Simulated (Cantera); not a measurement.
## Gas activation for diamond growth

An isothermal, constant-pressure homogeneous reactor starts with 4.20 % CH4, 95.5 % H2, 0.258 % N2, at 2523 K and 21.0 Torr.

Detailed kinetics in Cantera: GRI-Mech 3.0 (53 species, 325 reactions). GRI-Mech 3.0 stops at C3 and has no aromatics, soot or wall deposition, so with more carbon than oxygen in the feed, carbon stays in small species such as C2H2 where larger ones or solid carbon would form. Radical loss at walls, strong at low pressure, is not modelled.

| t (s) | x CH4 | x H2 | x C2H4 | x C2H | x C2H6 | x C2H2 |
|---|---|---|---|---|---|---|
| 5.00e-6 | 0.0417 | 0.955 | 8.71e-9 | <1e-12 | 2.50e-9 | 1.58e-10 |
| 3.34e-5 | 0.0400 | 0.953 | 4.49e-6 | 1.32e-10 | 3.90e-7 | 6.93e-7 |
| 0.000224 | 0.0300 | 0.942 | 0.000273 | 1.24e-6 | 4.77e-6 | 0.00102 |
| 0.00150 | 0.00405 | 0.939 | 3.10e-5 | 4.62e-5 | 2.18e-7 | 0.0164 |
| 0.0100 | 0.000130 | 0.922 | 1.48e-6 | 8.83e-5 | 3.32e-10 | 0.0194 |
| 0.0669 | 8.73e-6 | 0.873 | 5.35e-7 | 0.000172 | 2.42e-12 | 0.0189 |
| 0.447 | 3.70e-6 | 0.827 | 2.85e-7 | 0.000253 | <1e-12 | 0.0183 |
| 2.99 | 3.68e-6 | 0.827 | 2.82e-7 | 0.000252 | <1e-12 | 0.0182 |
| 20.0 | 3.65e-6 | 0.827 | 2.75e-7 | 0.000246 | <1e-12 | 0.0178 |
x: mole fraction; the columns are a selection and need not sum to one.

Equilibrium at this temperature and pressure: CH4 3.61e-6, H2 0.827, C2H4 2.61e-7, C2H 0.000233, C2H6 <1e-12, C2H2 0.0169 (gas phase only).
